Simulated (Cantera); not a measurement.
**Adiabatic ignition**

An adiabatic, constant-pressure homogeneous reactor starts with 24.1 % H₂, 7.51 % O₂, 68.4 % N₂, at 1675 K and 0.550 bar.

Computed with Cantera and the H2/O2 subset of GRI-Mech 3.0, which has no nitrogen chemistry.

```
t (s)     T (K)    x H₂      x O₂   x H₂O₂      x H    x HO₂     x OH
--------  -----  ------  --------  -------  -------  -------  -------
4.00e-6    1675   0.241    0.0751  3.29e-8  4.45e-6  1.61e-6  4.44e-7
9.85e-6    1675   0.241    0.0751  1.15e-7  9.57e-5  4.05e-6  9.74e-6
2.43e-5    1720   0.143    0.0364  2.34e-7   0.0585  6.78e-6  0.00587
5.98e-5    1887  0.0759   0.00641  2.06e-7   0.0865  1.44e-6   0.0108
0.000147   2079  0.0817   0.00453  9.96e-8   0.0660  9.19e-7   0.0117
0.000363   2287  0.0868   0.00260  4.82e-8   0.0448  5.55e-7   0.0111
0.000894   2462  0.0906   0.00116  2.88e-8   0.0273  3.39e-7  0.00871
0.00220    2562  0.0929  0.000508  2.11e-8   0.0172  2.04e-7  0.00627
0.00543    2584  0.0935  0.000392  1.89e-8   0.0150  1.69e-7  0.00561
0.0134     2585  0.0935  0.000389  1.89e-8   0.0150  1.69e-7  0.00559
0.0330     2585  0.0935  0.000389  1.89e-8   0.0150  1.69e-7  0.00559
0.0812     2585  0.0935  0.000389  1.89e-8   0.0150  1.69e-7  0.00559
0.200      2585  0.0935  0.000389  1.89e-8   0.0150  1.69e-7  0.00559
```
x: mole fraction; the columns are a selection and need not sum to one.

```json
{
  "time_of_steepest_temperature_rise": "24.4 µs",
  "temperature at 0.200 s": "2585 K",
  "equilibrium_temperature": "2585 K",
  "x(H₂) at 0.200 s": "0.0935 (gas-phase equilibrium 0.0935)",
  "x(O₂) at 0.200 s": "0.000389 (gas-phase equilibrium 0.000389)",
  "x(H₂O₂) at 0.200 s": "1.89e-8 (gas-phase equilibrium 1.89e-8)"
}
```
